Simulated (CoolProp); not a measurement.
Methanol along the isotherm 571.2 K: Z from the reference equation and from simpler models built on Tc = 513.4 K, pc = 82.16 bar, ω = 0.565; each cubic takes its own stable root.

Values from CoolProp's reference Helmholtz-energy equation of state, de Reuck 1993.

| p (bar) | phase | reference |
|---|---|---|
| 2.74 | gas | 0.9931 |
| 5.48 | gas | 0.9860 |
| 8.22 | gas | 0.9787 |
| 11 | gas | 0.9713 |
| 13.7 | gas | 0.9638 |
| 16.4 | gas | 0.9563 |
| 19.2 | gas | 0.9483 |
| 21.9 | gas | 0.9405 |
| 24.6 | gas | 0.9325 |
| 27.4 | gas | 0.9242 |
| 30.1 | gas | 0.9160 |
| 32.9 | gas | 0.9074 |
| 35.6 | gas | 0.8990 |
| 38.3 | gas | 0.8906 |
| 41.1 | gas | 0.8817 |

**Question.** How far does each simpler model (Soave-Redlich-Kwong, Peng-Robinson) lie from the reference over these 15 states: mean and median of the absolute difference, and the worst?

**Answer.** 
- Soave-Redlich-Kwong: mean 0.1 %, median 0.1 %, worst +0.4 % at 571.2 K and 41.1 bar
- Peng-Robinson: mean 0.9 %, median 1.0 %, worst -1.4 % at 571.2 K and 41.1 bar
